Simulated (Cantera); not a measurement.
# Sublimation and decomposition of ceramics: Si₃N₄ + H₂ + C

Feed: 1 mol Si₃N₄, a varied amount of H₂, 0.2 mol C, equilibrated at 2275 K and 13.3 mbar.

Equilibrium computed with Cantera from the NASA thermochemical tables; the gas is ideal and each condensed phase is pure. Candidate condensed phases: C, C₆H₆, C₇H₈, C₈H₁₈, Si, SiC, Si₃N₄; 105 gas species. Mutual solubility and eutectic melting of coexisting phases are not modelled. The tables' values for SiN are old estimates; treat these amounts as uncertain. Gases not in the tables: Si₂H₆ and higher silanes. Equilibrium is a limit: real reactors are often held back by kinetics, nucleation or transport.

```json
[
 {"n(H₂) (mol)": "0.31", "x N₂": "0.799", "x H₂": "0.111", "x H": "0.0245", "x Si": "0.0559", "n Si(l)": "2.64", "n SiC(s)": "0.185"},
 {"n(H₂) (mol)": "0.41", "x N₂": "0.765", "x H₂": "0.142", "x H": "0.0277", "x Si": "0.0559", "n Si(l)": "2.63", "n SiC(s)": "0.184"},
 {"n(H₂) (mol)": "0.55", "x N₂": "0.721", "x H₂": "0.181", "x H": "0.0313", "x Si": "0.0559", "n Si(l)": "2.62", "n SiC(s)": "0.182"},
 {"n(H₂) (mol)": "0.73", "x N₂": "0.672", "x H₂": "0.227", "x H": "0.0350", "x Si": "0.0559", "n Si(l)": "2.61", "n SiC(s)": "0.180"},
 {"n(H₂) (mol)": "0.97", "x N₂": "0.616", "x H₂": "0.278", "x H": "0.0388", "x Si": "0.0559", "n Si(l)": "2.59", "n SiC(s)": "0.178"},
 {"n(H₂) (mol)": "1.3", "x N₂": "0.553", "x H₂": "0.337", "x H": "0.0427", "x Si": "0.0559", "n Si(l)": "2.57", "n SiC(s)": "0.175"},
 {"n(H₂) (mol)": "1.7", "x N₂": "0.492", "x H₂": "0.395", "x H": "0.0462", "x Si": "0.0559", "n Si(l)": "2.54", "n SiC(s)": "0.172"},
 {"n(H₂) (mol)": "2.3", "x N₂": "0.422", "x H₂": "0.461", "x H": "0.0499", "x Si": "0.0559", "n Si(l)": "2.50", "n SiC(s)": "0.167"},
 {"n(H₂) (mol)": "3.1", "x N₂": "0.355", "x H₂": "0.524", "x H": "0.0532", "x Si": "0.0559", "n Si(l)": "2.44", "n SiC(s)": "0.161"},
 {"n(H₂) (mol)": "4.1", "x N₂": "0.296", "x H₂": "0.581", "x H": "0.0560", "x Si": "0.0559", "n Si(l)": "2.37", "n SiC(s)": "0.154"},
 {"n(H₂) (mol)": "5.4", "x N₂": "0.244", "x H₂": "0.631", "x H": "0.0584", "x Si": "0.0559", "n Si(l)": "2.28", "n SiC(s)": "0.145"},
 {"n(H₂) (mol)": "7.2", "x N₂": "0.196", "x H₂": "0.677", "x H": "0.0605", "x Si": "0.0559", "n Si(l)": "2.15", "n SiC(s)": "0.133"},
 {"n(H₂) (mol)": "9.6", "x N₂": "0.155", "x H₂": "0.716", "x H": "0.0622", "x Si": "0.0559", "n Si(l)": "1.98", "n SiC(s)": "0.118"}
]
```
x: gas mole fraction; n: condensed amount in mol.

From 0.31 mol H₂ to 9.6 mol H₂ the condensed part is Si(l) + SiC(s). The main Si-bearing gas is Si throughout. The share of Si in condensed phases is highest at 0.31 mol H₂ (94.1 %) and lowest at 9.6 mol H₂ (69.9 %).
